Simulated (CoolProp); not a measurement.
Ethylene along the isobar 6.78 bar: density (kg/m³) from the reference equation and from simpler models built on Tc = 282.4 K, pc = 50.42 bar, ω = 0.087; each cubic takes its own stable root.

Model: reference Helmholtz-energy equation of state, Smukala 2000, in CoolProp.

| T (K) | phase | reference |
|---|---|---|
| 162.2 | liquid | 578.4 |
| 171.6 | liquid | 565.1 |
| 181.1 | liquid | 551.2 |
| 190.5 | liquid | 536.8 |
| 200 | liquid | 521.6 |
| 209.4 | liquid | 505.6 |
| 218.9 | gas | 11.72 |
| 228.3 | gas | 11.06 |
| 237.8 | gas | 10.48 |
| 247.2 | gas | 9.973 |
| 256.7 | gas | 9.518 |
| 266.1 | gas | 9.113 |
| 275.6 | gas | 8.743 |

### Question
How far does each simpler model (van der Waals, Redlich-Kwong, Soave-Redlich-Kwong, Peng-Robinson) lie from the reference over these 13 states: mean and median of the absolute difference, and the worst?

### Answer
- van der Waals: mean 31.4 %, median 3.2 %, worst -97.6 % at 209.4 K and 6.78 bar
- Redlich-Kwong: mean 9.3 %, median 0.7 %, worst -97.6 % at 209.4 K and 6.78 bar
- Soave-Redlich-Kwong: mean 2.0 %, median 0.5 %, worst -5.2 % at 209.4 K and 6.78 bar
- Peng-Robinson: mean 4.2 %, median 0.6 %, worst +8.9 % at 171.6 K and 6.78 bar

At some of these states van der Waals, Redlich-Kwong gives the other phase, because its saturation line lies elsewhere.
